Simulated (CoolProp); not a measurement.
A single-stage vapour-compression cycle with methanol: evaporating at 295.15 K (dew point), condensing at 334.15 K (bubble point), superheat 2 K, subcooling 8 K, compressor efficiency 0.8, no pressure losses. Each further row changes one setting.

Computed with CoolProp (reference Helmholtz-energy equation of state, de Reuck 1993).

```json
[
 {"case": "as stated", "cooling COP": "5.52", "pressure ratio": "6.08", "discharge temperature (K)": "421.6", "refrigerating effect (kJ/kg)": "1100", "volumetric capacity (kJ/m³)": "211"},
 {"case": "evaporating temperature 300.15 K", "cooling COP": "6.55", "pressure ratio": "4.69", "discharge temperature (K)": "(withheld)", "refrigerating effect (kJ/kg)": "1100", "volumetric capacity (kJ/m³)": "271"},
 {"case": "condensing temperature 329.15 K", "cooling COP": "6.42", "pressure ratio": "(withheld)", "discharge temperature (K)": "(withheld)", "refrigerating effect (kJ/kg)": "1110", "volumetric capacity (kJ/m³)": "213"},
 {"case": "subcooling 13 K", "cooling COP": "5.59", "pressure ratio": "6.08", "discharge temperature (K)": "421.6", "refrigerating effect (kJ/kg)": "1110", "volumetric capacity (kJ/m³)": "213"},
 {"case": "superheat 12 K", "cooling COP": "5.37", "pressure ratio": "6.08", "discharge temperature (K)": "(withheld)", "refrigerating effect (kJ/kg)": "(withheld)", "volumetric capacity (kJ/m³)": "206"},
 {"case": "compressor efficiency 0.7", "cooling COP": "(withheld)", "pressure ratio": "6.08", "discharge temperature (K)": "438.1", "refrigerating effect (kJ/kg)": "1100", "volumetric capacity (kJ/m³)": "211"}
]
```

**Question.** Fill in the missing entries.

**Answer.** 
- evaporating temperature 300.15 K, discharge temperature (K): 406.8
- condensing temperature 329.15 K, pressure ratio: 4.95
- condensing temperature 329.15 K, discharge temperature (K): 405.9
- superheat 12 K, discharge temperature (K): 440.3
- superheat 12 K, refrigerating effect (kJ/kg): 1120
- compressor efficiency 0.7, cooling COP: 4.83
